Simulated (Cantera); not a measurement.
Equilibrium for hydrogen reduction and annealing atmospheres: FeS + H2 + H2O + H2S

Input: 1 mol FeS, 0.42 mol H2, 8.4 mol H2O, 0.52 mol H2S, at 0.000460 bar.

Method: chemical equilibrium by Gibbs-energy minimisation in Cantera with the NASA 1993 tables (ideal gas, pure condensed phases). Candidate condensed phases: Fe, FeO, Fe(OH)2, Fe(OH)3, FeS, FeSO4, FeS2, Fe2O3, Fe2(SO4)3, Fe3O4, H2O, H2SO4, S; 22 gas species. FeS: taken at fixed stoichiometry. Gases not in the tables: S3 to S7. The numbers say what is thermodynamically allowed, not how fast it happens.

From 798 K to 1098 K the condensed part is FeS(s).

```csv
T (K),log p H2O,log p H2,log p H2S,log p S2,log p SO2,log p SH,log p SO,log p S2O,n FeS(s)
798,-3.38,-4.67,-4.60,-6.50,-7.47,-9.66,-11.15,-9.79,1.00
823,-3.38,-4.65,-4.62,-6.20,-7.09,-9.35,-10.64,-9.39,1.00
848,-3.38,-4.63,-4.64,-5.95,-6.77,-9.08,-10.19,-9.05,1.00
873,-3.39,-4.60,-4.66,-5.76,-6.50,-8.83,-9.80,-8.77,1.00
898,-3.39,-4.57,-4.70,-5.60,-6.28,-8.61,-9.44,-8.55,1.00
923,-3.39,-4.53,-4.75,-5.48,-6.09,-8.42,-9.12,-8.37,1.00
948,-3.39,-4.49,-4.80,-5.39,-5.92,-8.24,-8.84,-8.23,1.00
973,-3.39,-4.46,-4.85,-5.32,-5.77,-8.08,-8.57,-8.11,1.00
998,-3.40,-4.42,-4.91,-5.27,-5.64,-7.94,-8.33,-8.01,1.00
1023,-3.40,-4.39,-4.98,-5.24,-5.53,-7.81,-8.11,-7.93,1.00
1048,-3.40,-4.36,-5.05,-5.21,-5.42,-7.69,-7.90,-7.86,1.00
1073,-3.40,-4.33,-5.12,-5.20,-5.32,-7.59,-7.71,-7.81,1.00
1098,-3.41,-4.30,-5.19,-5.20,-5.24,-7.49,-7.53,-7.77,1.00
```
log p: log10 of the partial pressure in bar; n: condensed amount in mol.
